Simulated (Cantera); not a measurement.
What does this Cantera script print?

```python
import numpy as np
import cantera as ct

gas_names = [...]  # 57 gases of nasa_gas.yaml made of Al, F, H, N, O
cond_names = """
    AL(cr) AL(L) ALF3(a) ALF3(b) ALF3(L) ALN(s) AL2O3(a) AL2O3(L) H2O(s) H2O(L)
""".split()


# ... load() reads the species with a 1 bar reference pressure and builds the phases ...
atoms = {
    'AlN': {'AL': 1, 'N': 1},
    'O2': {'O': 2},
    'HF': {'H': 1, 'F': 1},
}
top_T = {'ALN(s)': 2750}  # K; cautious upper limits of use, not melting points


# ... equilibrate(T, P, feed) seeds the gas with the atoms and calls Mixture.equilibrate('TP', solver="vcs", rtol=1e-11, max_steps=5000) ...
results = []
T = 1948.15  # K
P = 2300  # Pa
for m in [5.1, 6.7, 8.7, 11, 15, 19, 25, 32, 41]:
    feed = {'AlN': 1, 'O2': 1, 'HF': m}  # mol
    mix = equilibrate(T, P, feed)
    results.append((T, P, feed, dict(zip(mix.species_names, mix.species_moles))))

top = {s: max(r[3][s] / sum(r[3][g] for g in gas_names) for r in results) for s in gas_names}
cols = sorted((s for s in top if top[s] > 1e-05), key=lambda s: -top[s])[:7]
seen = [c for c in cond_names if any(r[3].get(c, 0) > 1e-12 for r in results)]
print("log10 of partial pressures in bar; condensed amounts in mol")
print(f"{'n(HF)':>10s}" + "".join(f"{s[:9]:>10s}" for s in cols + seen))
for T, P, feed, n in results:
    ng = sum(n[g] for g in gas_names)
    print(f"{feed['HF']:10.4g}" + "".join(f"{np.log10(max(n[s] / ng * P / 1e5, 1e-99)):10.3f}" for s in cols)
          + "".join(f"{n.get(c, 0):10.4g}" for c in seen))
```

Result:

```
log10 of partial pressures in bar; condensed amounts in mol
     n(HF)        HF     ALF2O       H2O        N2        H2        O2        OH
       5.1    -1.897    -2.388    -2.403    -2.689    -3.949    -4.337    -4.418
       6.7    -1.825    -2.497    -2.513    -2.798    -4.023    -4.409    -4.491
       8.7    -1.777    -2.603    -2.621    -2.905    -4.095    -4.480    -4.563
        11    -1.746    -2.700    -2.719    -3.002    -4.161    -4.544    -4.628
        15    -1.715    -2.830    -2.850    -3.131    -4.250    -4.630    -4.715
        19    -1.699    -2.930    -2.951    -3.231    -4.318    -4.696    -4.782
        25    -1.684    -3.046    -3.070    -3.347    -4.397    -4.774    -4.861
        32    -1.674    -3.151    -3.177    -3.452    -4.469    -4.845    -4.932
        41    -1.666    -3.258    -3.285    -3.559    -4.541    -4.917    -5.005
```

Equilibrium computed with Cantera from the NASA thermochemical tables; the gas is ideal and each condensed phase is pure.
